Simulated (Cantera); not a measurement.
Moist CO burnout

An isothermal, constant-pressure homogeneous reactor starts with CO : O2 : H2O : N2 = 0.004 : 0.034 : 0.00043 : 1 (molar parts), at 1325 K and 0.600 bar.

Cantera simulation using GRI-Mech 3.0 (53 species, 325 reactions); the numbers are that mechanism's predictions, not measurements.

| t (s) | x CO | x O2 | x H2O | x NO | x N2O | x CO2 |
|---|---|---|---|---|---|---|
| 0.000300 | 0.00385 | 0.0327 | 0.000414 | <1e-12 | <1e-12 | 6.87e-9 |
| 0.000798 | 0.00385 | 0.0327 | 0.000414 | <1e-12 | 2.05e-12 | 2.01e-8 |
| 0.00212 | 0.00385 | 0.0327 | 0.000414 | <1e-12 | 1.76e-11 | 8.80e-8 |
| 0.00564 | 0.00385 | 0.0327 | 0.000414 | <1e-12 | 4.84e-10 | 1.89e-6 |
| 0.0150 | 0.00305 | 0.0321 | 0.000381 | 1.57e-8 | 2.75e-7 | 0.000800 |
| 0.0399 | 0.000550 | 0.0310 | 0.000396 | 4.56e-7 | 1.07e-6 | 0.00331 |
| 0.106 | 7.61e-5 | 0.0309 | 0.000409 | 7.08e-7 | 1.19e-6 | 0.00378 |
| 0.282 | 9.53e-6 | 0.0309 | 0.000412 | 8.01e-7 | 1.02e-6 | 0.00385 |
| 0.751 | 9.75e-7 | 0.0309 | 0.000414 | 8.32e-7 | 5.64e-7 | 0.00386 |
| 2.00 | 7.35e-8 | 0.0309 | 0.000414 | 8.41e-7 | 1.18e-7 | 0.00386 |
| 5.31 | 9.79e-9 | 0.0309 | 0.000415 | 8.43e-7 | 1.44e-8 | 0.00386 |
| 14.1 | 7.14e-9 | 0.0309 | 0.000415 | 8.44e-7 | 1.11e-8 | 0.00386 |
| 37.6 | 7.13e-9 | 0.0309 | 0.000415 | 8.45e-7 | 1.11e-8 | 0.00386 |
| 100 | 7.13e-9 | 0.0309 | 0.000415 | 8.49e-7 | 1.11e-8 | 0.00386 |
x: mole fraction; the columns are a selection and need not sum to one.

Equilibrium at this temperature and pressure: CO 7.15e-9, O2 0.0308, H2O 0.000415, NO 0.000198, N2O 1.11e-8, CO2 0.00386 (gas phase only).
